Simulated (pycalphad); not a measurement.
All values are pycalphad results on the COST 507 light-alloy database (1999) (1 atm), not direct measurements. The data set is of 1999 and partly superseded. Amounts are mole fractions of atoms.

Task: Give the equilibrium state of Si-5.92Ti (at.%) at 1100 K.

Result: diamond (Si), fraction 0.822, with <0.01 Ti at.%; SI2TI, fraction 0.178, with 33.3 Ti at.%.

Database names, with the compositions (at.%) that they take in these runs: SI2TI: Si 67 Ti 33.
